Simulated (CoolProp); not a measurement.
Properties of CF4 (R14) at several states.

The numbers come from the reference Helmholtz-energy equation of state, Platzer 1990 in CoolProp. This equation is an older, rougher fit.

```csv
T (°C),p (MPa),phase,density (kg/m³),expansivity (1/kK),conductivity (mW/(m K))
181.15,0.0351,gas,0.8179,2.204,28.5
-71.75,0.103,gas,5.487,5.169,[?]
15.05,2.11,gas,[?],[?],[?]
-24.25,1.51,gas,72.02,[?],[?]
171.75,0.0773,gas,1.840,2.256,[?]
217.45,0.206,gas,4.444,2.053,[?]
```

Some entries are withheld; supply them.


- -71.75, conductivity (mW/(m K)): 8.76
- 15.05, density (kg/m³): 85.03
- 15.05, expansivity (1/kK): 4.776
- 15.05, conductivity (mW/(m K)): 16.3
- -24.25, expansivity (1/kK): 5.790
- -24.25, conductivity (mW/(m K)): 13.0
- 171.75, conductivity (mW/(m K)): 27.8
- 217.45, conductivity (mW/(m K)): 31.4

Thermal conductivity comes from a separate model (Huber 2003), an estimate that may be off by 10 % or more.
